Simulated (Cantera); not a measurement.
Cantera run, input and output.

```python
import numpy as np
import cantera as ct

gas = ct.Solution("gri30.yaml")
gas.TPX = 1450, 1300000, {'CH4': 1, 'C2H6': 0.045, 'C3H8': 1.2, 'O2': 8.87, 'N2': 49.7}
reactor = ct.IdealGasConstPressureReactor(gas, energy="on", clone=False)
net = ct.ReactorNet([reactor])
net.rtol, net.atol = 1e-08, 1e-16
show = ['CH4', 'C2H6', 'C3H8', 'HCO', 'NO', 'C2H4', 'O2']
times = np.geomspace(9e-06, 7, 11)

steps = ct.SolutionArray(gas, extra=["t"])
rows = []
print(f"{'t/s':>10s}{'T/K':>9s}{'P/Pa':>11s}" + "".join(f"{s:>11s}" for s in show))
for t in times:
    while net.time < t:
        t_next = net.step()
        steps.append(gas.state, t=t_next)
    rows.append([np.interp(t, steps.t, y) for y in (steps.T, steps.P, *steps(*show).X.T)])
    print(f"{t:10.3e}{rows[-1][0]:9.1f}{rows[-1][1]:11.4g}" + "".join(f"{x:11.3e}" for x in rows[-1][2:]))
rate = np.gradient(steps.T, steps.t)
print("integrator steps:", len(steps.t))
if steps.T.max() > steps.T[0] + 200:
    print(f"time of steepest temperature rise: {steps.t[rate.argmax()]:.4e} s")
gas.TPX = 1450, 1300000, {'CH4': 1, 'C2H6': 0.045, 'C3H8': 1.2, 'O2': 8.87, 'N2': 49.7}
gas.equilibrate("HP")
print(f"equilibrium (HP): T = {gas.T:.1f} K  " + "  ".join(f"{s} {gas[s].X[0]:.3e}" for s in show))
```

It prints:

```
       t/s      T/K       P/Pa        CH4       C2H6       C3H8        HCO         NO       C2H4         O2
 9.000e-06   1449.5    1.3e+06  1.637e-02  9.978e-04  1.832e-02  5.568e-08  1.344e-12  1.421e-03  1.450e-01
 3.494e-05   1478.8    1.3e+06  1.573e-02  1.982e-03  1.025e-02  1.701e-06  5.862e-11  9.295e-03  1.369e-01
 1.356e-04   2664.9    1.3e+06  6.788e-16  7.400e-30  2.031e-43  1.268e-08  8.396e-04  4.186e-24  1.616e-02
 5.266e-04   2659.5    1.3e+06  7.230e-16  8.209e-30  2.351e-43  1.270e-08  3.408e-03  4.494e-24  1.503e-02
 2.044e-03   2651.9    1.3e+06  7.929e-16  9.557e-30  2.918e-43  1.277e-08  6.908e-03  4.990e-24  1.351e-02
 7.937e-03   2650.7    1.3e+06  8.050e-16  9.799e-30  3.023e-43  1.279e-08  7.452e-03  5.077e-24  1.327e-02
 3.081e-02   2650.7    1.3e+06  8.050e-16  9.799e-30  3.024e-43  1.279e-08  7.452e-03  5.077e-24  1.327e-02
 1.196e-01   2650.7    1.3e+06  8.050e-16  9.799e-30  3.024e-43  1.279e-08  7.452e-03  5.077e-24  1.327e-02
 4.644e-01   2650.7    1.3e+06  8.050e-16  9.799e-30  3.024e-43  1.279e-08  7.452e-03  5.077e-24  1.327e-02
 1.803e+00   2650.7    1.3e+06  8.050e-16  9.799e-30  3.024e-43  1.279e-08  7.452e-03  5.077e-24  1.327e-02
 7.000e+00   2650.7    1.3e+06  8.050e-16  9.799e-30  3.024e-43  1.279e-08  7.452e-03  5.077e-24  1.327e-02
integrator steps: 1876
time of steepest temperature rise: 4.6473e-05 s
equilibrium (HP): T = 2650.7 K  CH4 1.042e-15  C2H6 1.439e-29  C3H8 4.453e-43  HCO 1.279e-08  NO 7.452e-03  C2H4 5.664e-24  O2 1.327e-02
```

Model: GRI-Mech 3.0 (53 species, 325 reactions), integrated in Cantera. GRI-Mech 3.0 was tuned for natural gas; its chemistry of propane as a main component is partial and can be far from experiment. The pressure lies above the range GRI-Mech 3.0 was tuned for (to about 10 atm).
